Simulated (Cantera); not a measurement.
A closed system holds: 1 mol Cu, 0.27 mol CO, 1.8 mol N2.

Cantera equilibrium calculation (NASA polynomials, part measured and part estimated; ideal gas, pure solids and liquids). Candidate condensed phases: C, Cu, CuO, Cu2O; 27 gas species. Equilibrium is a limit: real reactors are often held back by kinetics, nucleation or transport.

Stable condensed phases, one row left out:

```
T in K \ P in Pa
              10      82     670    5500   45000  370000 3000000
   1900        A       A       B       B       B       B       C
   1825        A       A       B       B       B       B       C
   1750        A       A       B       B       B       B       C
   1600        A       B       B       B       B       C       C
   1525        B       B       B       B       B       C       C
   1450        B       B       B       B       B       C       C
   1375        B       B       B       B       C       C       C
   1300        B       B       B       B       C       C       C
   1225        B       B       B       B       C       C       C
   1150        B       B       B       C       C       C       C
   1075        B       B       C       C       C       C       C
```

A: gas only; B: Cu; C: C + Cu.

### Question
Give the row for 1675 K.

### Answer
10: gas only; 82: Cu; 670: Cu; 5500: Cu; 45000: Cu; 370000: Cu; 3000000: C + Cu.
